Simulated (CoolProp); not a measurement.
Aqueous propylene glycol as a coolant, at 3 °C, 1 atm.

Computed with CoolProp (Melinder's fits for secondary coolants).

```csv
mass %,freezing point (°C),viscosity (mPa s),density (kg/m³),cp (kJ/(kg K)),Prandtl number
3,-0.7,(withheld),1003,4.158,13.9
7.4,-2.0,2.21,1007,4.094,17.0
11.8,-3.6,2.65,1011,4.039,20.9
16.2,-5.4,3.20,1015,3.987,25.9
20.6,-7.5,3.90,1020,3.935,32.5
25,-9.8,4.80,1025,(withheld),41.2
29.4,-12.4,5.95,1030,(withheld),52.4
33.8,-15.4,7.40,1035,3.754,66.9
38.2,-18.9,9.18,1039,3.682,85.2
42.6,-23.1,11.3,1043,3.605,108
```

### Question
What belongs in the gaps?

### Answer

- 3, viscosity (mPa s): 1.85
- 25, cp (kJ/(kg K)): 3.879
- 29.4, cp (kJ/(kg K)): 3.819
